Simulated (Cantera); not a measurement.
# Hydrocarbon pyrolysis for carbon deposition

A perfectly stirred reactor is fed with C3H8 : H2 = 1 : 21 (molar parts), at 0.00661 atm; it is held at 1675 K, and followed from long to short residence time.

Model: GRI-Mech 3.0 (53 species, 325 reactions), integrated in Cantera. GRI-Mech 3.0 was tuned for natural gas; its chemistry of propane as a main component is partial and can be far from experiment. GRI-Mech 3.0 stops at C3 and has no aromatics, soot or wall deposition, so with more carbon than oxygen in the feed, carbon stays in small species such as C2H2 where larger ones or solid carbon would form. Radical loss at walls, strong at low pressure, is not modelled.

```
τ (s)     x C3H8   x H2    x C2H4    x CH2    x C2H
------  --------  -----  --------  -------  -------
14       9.53e-7  0.934   4.66e-5  4.24e-7  4.57e-7
5.5      2.34e-6  0.931   8.03e-5  6.65e-7  4.71e-7
2.3      5.38e-6  0.929  0.000149  9.98e-7  4.87e-7
0.92     1.28e-5  0.925  0.000298  1.50e-6  5.05e-7
0.38     2.90e-5  0.921  0.000590  2.15e-6  5.23e-7
0.15     6.84e-5  0.917   0.00120  3.02e-6  5.39e-7
0.063   0.000152  0.914   0.00232  4.00e-6  5.47e-7
0.026   0.000342  0.911   0.00447  5.10e-6  5.37e-7
0.010   0.000821  0.909   0.00865  6.44e-6  4.90e-7
0.0043   0.00177  0.908    0.0141  7.90e-6  4.00e-7
```
x: mole fraction; the columns are a selection and need not sum to one.
